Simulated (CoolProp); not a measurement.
Methane along the isobar 55.9 bar: density (kg/m³) from the reference equation and from simpler models built on Tc = -82.6 °C, pc = 45.99 bar, ω = 0.011; each cubic takes its own stable root.

The numbers come from the reference Helmholtz-energy equation of state, Setzmann 1991 in CoolProp.

```
T (°C)           phase  reference
-------  -------------  ---------
-138.05         liquid      392.9
-104.35         liquid      329.2
-70.55   supercritical      106.4
-36.85   supercritical      59.31
-3.05    supercritical      46.19
30.65    supercritical      38.79
64.45    supercritical      33.76
98.15    supercritical      30.05
```

Problem. How far does each simpler model (van der Waals, Redlich-Kwong, Soave-Redlich-Kwong) lie from the reference over these 8 states: mean and median of the absolute difference, and the worst?

Solution. 
- van der Waals: mean 9.6 %, median 2.5 %, worst -30.1 % at -138.05 °C and 55.9 bar
- Redlich-Kwong: mean 1.1 %, median 0.3 %, worst -5.5 % at -104.35 °C and 55.9 bar
- Soave-Redlich-Kwong: mean 1.4 %, median 0.6 %, worst -5.7 % at -104.35 °C and 55.9 bar
